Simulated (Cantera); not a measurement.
Standard-state values (1 bar) from the NASA 1993 polynomials, evaluated with Cantera. Values are per mole of reaction as written; species without (g) are pure solids or liquids, kept so even where they would boil at 1 bar.

Problem. Between 300 and 1450 K, where is each reaction favourable under standard conditions?
- 2 H(g) + 2 N2O(g) + Cu → Cu(OH)2 + 2 N2(g)

Solution. 
- 2 H(g) + 2 N2O(g) + Cu → Cu(OH)2 + 2 N2(g): ΔG° is -986 kJ at 300 K and -748 kJ at 1450 K; it stays negative (K > 1). ΔH° is -1059 kJ and ΔS° -214 J/K at 1450 K.
